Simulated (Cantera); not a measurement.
Stirred combustor or abatement burner

A perfectly stirred reactor is fed with CH₄ : C₂H₆ : O₂ : N₂ = 1 : 0.33 : 1.86 : 7.42 (molar parts), equivalence ratio 1.7, at 26000 Pa; it is adiabatic with a 675 K inlet, and is followed from long to short residence time, starting on the burning branch (τ in s: 0.042, 0.018, 0.0077, 0.0033, 0.0014, 0.00062, 0.00027, 0.00012, 5e-05).

Model: GRI-Mech 3.0 (53 species, 325 reactions), integrated in Cantera.

```csv
τ (s),T (K),x CH₄,x C₂H₆,x O₂,x NO,x CO₂
0.042,1996,0.000428,2.28e-6,0.000313,0.000153,0.0306
0.018,1992,0.000714,5.18e-6,0.000651,0.000130,0.0305
0.0077,1984,0.00117,1.20e-5,0.00137,9.50e-5,0.0302
0.0033,1967,0.00191,2.90e-5,0.00291,5.96e-5,0.0293
0.0014,1928,0.00337,7.95e-5,0.00670,3.09e-5,0.0267
0.00062,675,0.0943,0.0311,0.175,<1e-12,<1e-12
0.00027,675,0.0943,0.0311,0.175,<1e-12,<1e-12
0.00012,675,0.0943,0.0311,0.175,<1e-12,<1e-12
5.0e-5,675,0.0943,0.0311,0.175,<1e-12,<1e-12
```
x: mole fraction; the columns are a selection and need not sum to one.
